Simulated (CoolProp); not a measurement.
Fluorine along the isotherm 114.7 K: fugacity coefficient from the reference equation and from simpler models built on Tc = 144.4 K, pc = 52.40 bar, ω = 0.045; each cubic takes its own stable root.

Computed with CoolProp (reference Helmholtz-energy equation of state, de Reuck 1990).

```json
[
 {"p (bar)": "15.4", "phase": "liquid", "reference": "0.6670", "van der Waals": "0.8494", "Redlich-Kwong": "0.6820", "Peng-Robinson": "0.6682"},
 {"p (bar)": "30.8", "phase": "liquid", "reference": "0.3500", "van der Waals": "0.5376", "Redlich-Kwong": "0.3584", "Peng-Robinson": "0.3491"},
 {"p (bar)": "46.2", "phase": "liquid", "reference": "0.2448", "van der Waals": "0.3841", "Redlich-Kwong": "0.2510", "Peng-Robinson": "0.2431"},
 {"p (bar)": "61.5", "phase": "liquid", "reference": "0.1928", "van der Waals": "0.3087", "Redlich-Kwong": "0.1979", "Peng-Robinson": "0.1906"},
 {"p (bar)": "76.9", "phase": "liquid", "reference": "0.1616", "van der Waals": "0.2640", "Redlich-Kwong": "0.1660", "Peng-Robinson": "0.1590"},
 {"p (bar)": "92.3", "phase": "liquid", "reference": "0.1411", "van der Waals": "0.2349", "Redlich-Kwong": "0.1451", "Peng-Robinson": "0.1382"},
 {"p (bar)": "108", "phase": "liquid", "reference": "0.1265", "van der Waals": "0.2146", "Redlich-Kwong": "0.1301", "Peng-Robinson": "0.1232"},
 {"p (bar)": "123", "phase": "liquid", "reference": "0.1162", "van der Waals": "0.2006", "Redlich-Kwong": "0.1195", "Peng-Robinson": "0.1127"},
 {"p (bar)": "138", "phase": "liquid", "reference": "0.1083", "van der Waals": "0.1903", "Redlich-Kwong": "0.1115", "Peng-Robinson": "0.1045"},
 {"p (bar)": "154", "phase": "liquid", "reference": "0.1018", "van der Waals": "0.1822", "Redlich-Kwong": "0.1048", "Peng-Robinson": "0.09774"},
 {"p (bar)": "169", "phase": "liquid", "reference": "0.09700", "van der Waals": "0.1765", "Redlich-Kwong": "0.09982", "Peng-Robinson": "0.09266"},
 {"p (bar)": "185", "phase": "liquid", "reference": "0.09289", "van der Waals": "0.1720", "Redlich-Kwong": "0.09559", "Peng-Robinson": "0.08827"},
 {"p (bar)": "200", "phase": "liquid", "reference": "0.08979", "van der Waals": "0.1690", "Redlich-Kwong": "0.09239", "Peng-Robinson": "0.08491"}
]
```

At some of these states van der Waals gives the other phase, because its saturation line lies elsewhere.
